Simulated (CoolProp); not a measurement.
A Linde-Hampson liquefier for nitrogen: isothermal reversible compression at 230 K from 1 atm to 20 MPa, throttling to 1 atm, return gas leaving the recuperator 5 K below the feed. Each further row changes one setting.

Model: reference Helmholtz-energy equation of state, Span 2000, in CoolProp.

```json
[
 {"case": "as stated", "liquid yield per pass": "0.149", "compression work (kJ/kg of gas)": "351"},
 {"case": "high pressure 40 MPa", "liquid yield per pass": "0.178", "compression work (kJ/kg of gas)": "403"},
 {"case": "warm-end temperature 260 K", "liquid yield per pass": "0.102", "compression work (kJ/kg of gas)": "404"},
 {"case": "warm-end gap 10 K", "liquid yield per pass": "0.136", "compression work (kJ/kg of gas)": "351"}
]
```
